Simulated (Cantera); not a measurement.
An adiabatic, constant-pressure homogeneous reactor starts with H₂ : O₂ : N₂ : NO = 1 : 0.238 : 0.895 : 0.11 (molar parts), at 1225 K and 1000000 Pa.

Cantera simulation using GRI-Mech 3.0 (53 species, 325 reactions); the numbers are that mechanism's predictions, not measurements. The hydrogen kinetics of GRI-Mech 3.0 are dated; newer H2 mechanisms differ, most at raised pressure. The mechanism lacks 2 NO + O2 → 2 NO2 and HONO, so NO2 and the effect of NO are under-described below about 1400 K.

x: mole fraction; the columns are a selection and need not sum to one.

| t (s) | T (K) | x H₂ | x O₂ | x NO₂ | x HO₂ | x N₂O | x NO |
|---|---|---|---|---|---|---|---|
| 2.00e-6 | 1225 | 0.446 | 0.106 | 5.92e-6 | 1.09e-6 | 1.42e-6 | 0.0490 |
| 7.52e-6 | … | … | … | … | … | … | … |
| 2.83e-5 | 2915 | 0.218 | 0.000186 | 8.52e-7 | 5.60e-7 | 4.67e-6 | 0.0149 |
| 0.000106 | 2979 | 0.207 | 0.000328 | 1.99e-7 | 9.54e-7 | 3.18e-7 | 0.00272 |
| 0.000399 | 2984 | 0.205 | 0.000346 | 1.12e-7 | 1.01e-6 | 2.08e-7 | 0.00150 |
| 0.00150 | 2984 | 0.205 | 0.000347 | 1.12e-7 | 1.01e-6 | 2.07e-7 | 0.00149 |
| 0.00565 | 2984 | 0.205 | 0.000347 | 1.12e-7 | 1.01e-6 | 2.07e-7 | 0.00149 |
| 0.0212 | 2984 | 0.205 | 0.000347 | 1.12e-7 | 1.01e-6 | 2.07e-7 | 0.00149 |
| 0.0798 | 2984 | 0.205 | 0.000347 | 1.12e-7 | 1.01e-6 | 2.07e-7 | 0.00149 |
| 0.300 | 2984 | 0.205 | 0.000347 | 1.12e-7 | 1.01e-6 | 2.07e-7 | 0.00149 |

**Question.** Complete the blanks.

**Answer.** 
- 7.52e-6, T (K): 2582
- 7.52e-6, x H₂: 0.236
- 7.52e-6, x O₂: 0.000302
- 7.52e-6, x NO₂: 1.93e-6
- 7.52e-6, x HO₂: 1.39e-6
- 7.52e-6, x N₂O: 1.96e-5
- 7.52e-6, x NO: 0.0441
